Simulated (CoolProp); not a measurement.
Saturation properties of toluene.

Values from CoolProp's reference Helmholtz-energy equation of state, Lemmon 2006. It is a short technical equation, of lower accuracy than the large ones.

| T (K) | p (MPa) | vapour Z | surface tension (mN/m) | liquid conductivity (mW/(m K)) |
|---|---|---|---|---|
| 441 | 0.4053 | 0.8937 | 11.8 | 93.9 |
| 450.4 | 0.4900 | ? | 10.9 | 92.0 |
| 459.8 | 0.5875 | 0.8623 | 9.94 | 90.2 |
| 469.3 | 0.7002 | 0.8444 | 9.02 | 88.4 |
| 478.7 | 0.8268 | 0.8251 | 8.14 | ? |
| 488.1 | 0.9699 | 0.8042 | 7.28 | 85.2 |
| 497.6 | 1.132 | 0.7812 | 6.43 | 83.7 |
| 507 | 1.313 | 0.7566 | 5.61 | 82.3 |
| 516.4 | 1.514 | 0.7297 | 4.82 | 81.1 |
| 525.9 | 1.739 | 0.7001 | 4.05 | 79.9 |
| 535.3 | 1.987 | 0.6680 | 3.32 | 78.8 |
| 544.8 | 2.264 | ? | 2.62 | 77.8 |

Task: Complete the blanks.

Result: 
- 450.4, vapour Z: 0.8787
- 478.7, liquid conductivity (mW/(m K)): 86.8
- 544.8, vapour Z: 0.6321

It boils at 383.7 K under 1 atm.

Thermal conductivity comes from a separate model (Assael 2012). Surface tension comes from a separate correlation (Mulero 2012).
